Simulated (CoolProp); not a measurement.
A single-stage vapour-compression cycle with sulfur hexafluoride: evaporating at 243.15 K (dew point), condensing at 309.15 K (bubble point), superheat 8 K, subcooling 2 K, compressor efficiency 0.8, no pressure losses. Each further row changes one setting.

The numbers come from the reference Helmholtz-energy equation of state, Guder 2009 in CoolProp.

| case | cooling COP | pressure ratio | discharge temperature (K) | refrigerating effect (kJ/kg) | volumetric capacity (kJ/m³) |
|---|---|---|---|---|---|
| as stated | 1.35 | 6.17 | 322.7 | 38.4 | 1480 |
| evaporating temperature 248.15 K | 1.58 | 5.20 | 322.2 | 40.6 | 1850 |
| condensing temperature 304.15 K | 1.68 | 5.52 | 317.3 | 45.1 | 1740 |
| subcooling 7 K | 1.61 | 6.17 | 322.7 | 45.7 | 1760 |
| superheat 18 K | 1.47 | 6.17 | 331.1 | 44.8 | 1630 |
| compressor efficiency 0.7 | 1.18 | 6.17 | 326.7 | 38.4 | 1480 |
